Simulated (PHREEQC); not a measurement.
Solution (25 °C): 0.26 mmol/kgw HF, 11 mmol/kgw NaF, 0.25 mmol/kgw (NH4)2SiF6 and 4.6 mmol/kgw H2SO4. Closed to the air; pH follows from the charge balance.

Equilibrium calculation in PHREEQC: ion-association model, phreeqc.dat.

This is a speciation only: nothing precipitates in the calculation.

### Question
Order these F species by the share of F that they hold, largest first: HF, HF2-, NaF, SiF6-2, F-.

### Answer
HF (57 %), F- (29 %), SiF6-2 (12 %), HF2- (1.6 %), NaF (0.14 %)

The pH is 2.83 and the ionic strength 0.0173 mol/kgw. SiF6-2 is the database's only silicon fluoride.
